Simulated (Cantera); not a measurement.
A closed system holds: 1 mol CH3OH, 1.1 mol O2, 0.58 mol N2, at 873 K and 1.10 mbar.

These are equilibrium values from Cantera (NASA tables, ideal gas, pure condensed phases), not measurements of a reactor. Kinetics and transport are ignored.

```tsv
species	before	after
H2	0.181	0.555
CO	0.0425	0.275
N2	0.162	0.162
H2O	0.378	0.00338
CO2	0.237	0.00447
CH4	1.54e-9	3.21e-5
```
Gas species are given as mole fractions.

Name the change that produced these shifts.
A) temperature from 873 K to 2848 K
B) pressure from 1.10 mbar to 9.70 bar
C) O2 from 1.1 to 0.014 mol
D) temperature from 873 K to 1648 K

C, O2 from 1.1 to 0.014 mol
